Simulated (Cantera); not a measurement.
**Equilibrium for tantalum, niobium, vanadium and zirconium in process gases: Zr + H2O**

A closed system holds: 1 mol Zr, 0.034 mol H2O, held at 0.290 Pa.

Cantera equilibrium calculation (NASA polynomials, part measured and part estimated; ideal gas, pure solids and liquids). Candidate condensed phases: H2O, Zr, ZrO2; 12 gas species. Mutual solubility and eutectic melting of coexisting phases are not modelled. Condensed phases not in the tables: N, O or C dissolved in the metal. Equilibrium is a limit: real reactors are often held back by kinetics, nucleation or transport.

From 1402 °C to 1802 °C the condensed part is Zr(β) + ZrO2(tetragonal). From 1852 °C to 1902 °C the condensed part is Zr(l) + ZrO2(tetragonal). The main Zr-bearing gas is ZrO throughout.

```tsv
T (°C)	x H2	x H	x ZrO	x Zr	x ZrO2	n Zr(β)	n ZrO2(tetragonal)	n Zr(l)
1402	0.934	0.0659	1.36e-5	7.49e-7	1.31e-9	0.983	0.0170	0
1452	0.897	0.103	4.91e-5	2.63e-6	6.65e-9	0.983	0.0170	0
1502	0.844	0.156	0.000165	8.58e-6	3.07e-8	0.983	0.0170	0
1552	0.772	0.227	0.000517	2.63e-5	1.30e-7	0.983	0.0170	0
1602	0.681	0.318	0.00152	7.57e-5	5.10e-7	0.983	0.0170	0
1652	0.571	0.424	0.00424	0.000207	1.86e-6	0.983	0.0169	0
1702	0.450	0.539	0.0112	0.000535	6.34e-6	0.983	0.0167	0
1752	0.326	0.645	0.0282	0.00132	2.03e-5	0.982	0.0163	0
1802	0.211	0.718	0.0676	0.00313	6.15e-5	0.981	0.0150	0
1852	0.115	0.722	0.156	0.00710	0.000177	0	0.0114	0.977
1902	0.0438	0.600	0.340	0.0151	0.000482	0	0.000135	0.965
```
x: gas mole fraction; n: condensed amount in mol.
